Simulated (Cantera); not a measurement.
Charge: 1 mol acetone, 94 mol H2, held at 1 atm.

Cantera equilibrium calculation (NASA polynomials, part measured and part estimated; ideal gas, pure solids and liquids). Candidate condensed phases: C, C6H6, C7H8, C8H18, H2O; 131 gas species. Ions and electrons are included (thermal ionisation). The feed counts by its element totals alone. The numbers say what is thermodynamically allowed, not how fast it happens.

log p: log10 of the partial pressure in bar; nothing condenses.

```csv
T (K),log p H,log p H2,log p C,log p CO,log p C2H2 (acetylene)
3000,-0.84,-0.07,-4.68,-2.02,?
3250,-0.56,-0.14,-3.87,-2.05,?
3500,-0.36,-0.25,-3.19,-2.09,?
3750,-0.21,-0.42,-2.66,-2.15,?
4000,-0.12,-0.64,-2.29,-2.20,?
4250,-0.06,-0.88,-2.09,-2.24,?
4500,-0.03,-1.14,-2.01,-2.26,?
4750,-0.02,-1.40,-1.99,-2.27,?
5000,-0.01,-1.64,-1.99,-2.28,?
```

Question: What belongs in the gaps?

Answer: 
- 3000, log p C2H2 (acetylene): -2.04
- 3250, log p C2H2 (acetylene): -2.11
- 3500, log p C2H2 (acetylene): -2.25
- 3750, log p C2H2 (acetylene): -2.55
- 4000, log p C2H2 (acetylene): -3.08
- 4250, log p C2H2 (acetylene): -3.84
- 4500, log p C2H2 (acetylene): -4.77
- 4750, log p C2H2 (acetylene): -5.71
- 5000, log p C2H2 (acetylene): -6.60
